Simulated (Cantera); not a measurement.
**Adiabatic ignition**

An adiabatic, constant-pressure homogeneous reactor starts with 15.4 % CH₃OH, 17.7 % O₂, 66.9 % N₂, at 1050 K and 300 Torr.

Detailed kinetics in Cantera: GRI-Mech 3.0 (53 species, 325 reactions). GRI-Mech 3.0 was tuned for natural gas; its chemistry of methanol as a main component is partial and can be far from experiment.

```csv
t (s),T (K),x CH₃OH,x O₂,x CH₃,x C₂H,x HCN
3.00e-6,1050,0.154,0.177,3.41e-11,<1e-12,<1e-12
1.03e-5,1050,0.154,0.177,1.14e-10,<1e-12,<1e-12
3.55e-5,1050,0.154,0.177,3.54e-10,<1e-12,<1e-12
0.000122,1050,0.154,0.177,8.82e-10,<1e-12,<1e-12
0.000421,1050,0.154,0.177,1.34e-9,<1e-12,<1e-12
0.00145,1050,0.154,0.177,1.38e-9,<1e-12,<1e-12
0.00499,1050,0.154,0.177,1.38e-9,<1e-12,<1e-12
0.0172,1050,0.154,0.177,1.36e-9,<1e-12,<1e-12
0.0591,1050,0.154,0.177,1.32e-9,<1e-12,<1e-12
0.203,1050,0.154,0.177,1.15e-9,<1e-12,<1e-12
0.700,2494,<1e-12,0.00309,<1e-12,<1e-12,1.37e-9
```
x: mole fraction; the columns are a selection and need not sum to one.

The time of steepest temperature rise comes out as 0.353 s and the temperature at 0.700 s comes out as 2494 K. The equilibrium temperature comes out as 2494 K. The x(CH₃OH) at 0.700 s is <1e-12 (gas-phase equilibrium <1e-12) and the x(O₂) at 0.700 s is 0.00309 (gas-phase equilibrium 0.00309). The x(CH₃) at 0.700 s comes out as <1e-12 (gas-phase equilibrium <1e-12).
